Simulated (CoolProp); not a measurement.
Saturated liquid density (kg/m³) of CHF3 (R23): the reference equation beside estimates from Tc = 299.3 K, pc = 4832 kPa, ω = 0.263.

Values from CoolProp's reference Helmholtz-energy equation of state, Penoncello 2003.

| T (K) | reference | van der Waals | Soave-Redlich-Kwong |
|---|---|---|---|
| 148 | 1601 | 894.0 | 1356 |
| 159 | 1563 | 875.4 | 1329 |
| 170 | 1524 | 855.8 | 1300 |
| 181 | 1484 | 835.2 | 1268 |
| 192 | 1442 | 813.5 | 1234 |
| 203.1 | 1399 | 790.1 | 1196 |
| 214.1 | 1354 | 765.4 | 1154 |
| 225.1 | 1307 | 738.8 | 1108 |
| 236.1 | 1256 | 709.9 | 1057 |
| 247.1 | 1200 | 678.2 | 999.6 |
| 258.2 | 1137 | 642.3 | 933.0 |
| 269.2 | 1065 | 601.4 | 855.6 |
| 280.2 | 975.4 | 552.0 | 761.0 |
| 291.2 | 848.4 | 484.9 | 632.3 |

Absolute difference from the reference over all 14 rows, mean and median: van der Waals 43.6 and 43.5 %, Soave-Redlich-Kwong 16.9 and 15.3 %.
